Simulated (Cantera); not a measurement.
A closed system holds: 1 mol Si, 2.4 mol SF6, 0.34 mol N2, 2.2 mol NF3, at 0.100 bar.

These are equilibrium values from Cantera (NASA tables, ideal gas, pure condensed phases), not measurements of a reactor. Candidate condensed phases: S, Si, Si3N4; 29 gas species. The tables' values for SF3, SF5 are old estimates; treat these amounts as uncertain. Rates play no part.

x: gas mole fraction; nothing condenses.

| T (°C) | x F | x SF6 | x N2 | x SiF4 | x F2 | x NF3 | x SF4 |
|---|---|---|---|---|---|---|---|
| 377 | 0.000189 | 0.451 | 0.194 | 0.188 | 0.0148 | 0.153 | <1e-12 |
| 452 | (withheld) | 0.435 | 0.204 | 0.181 | (withheld) | (withheld) | <1e-12 |
| 527 | (withheld) | 0.409 | 0.220 | 0.170 | (withheld) | (withheld) | <1e-12 |
| 602 | 0.0316 | 0.390 | 0.227 | 0.162 | 0.175 | 0.0132 | <1e-12 |
| 677 | 0.0744 | 0.377 | 0.225 | 0.157 | 0.163 | 0.00288 | <1e-12 |
| 752 | 0.140 | 0.364 | 0.218 | 0.152 | 0.126 | 0.000583 | 1.65e-11 |
| 827 | 0.217 | 0.349 | 0.209 | 0.145 | 0.0803 | 0.000104 | 9.47e-10 |
| 902 | 0.280 | 0.336 | 0.202 | 0.140 | 0.0422 | 1.59e-5 | 4.14e-8 |
| 977 | 0.317 | 0.329 | 0.197 | 0.137 | 0.0196 | 2.27e-6 | 1.42e-6 |
| 1052 | 0.335 | 0.325 | 0.195 | 0.136 | 0.00882 | 3.44e-7 | 3.66e-5 |
| 1127 | 0.344 | 0.323 | 0.194 | 0.135 | 0.00413 | 5.95e-8 | 0.000699 |
| 1202 | 0.358 | 0.308 | 0.190 | 0.132 | 0.00216 | 1.29e-8 | 0.00916 |
| 1277 | 0.421 | 0.229 | 0.172 | 0.119 | 0.00155 | 4.55e-9 | 0.0564 |
| 1352 | 0.528 | 0.0951 | 0.140 | 0.0973 | 0.00134 | 2.11e-9 | 0.136 |

Question: Some entries are withheld; supply them.

Answer: 
- 452, x F: 0.00187
- 452, x F2: 0.0641
- 452, x NF3: 0.114
- 527, x F: 0.00987
- 527, x F2: 0.141
- 527, x NF3: 0.0503
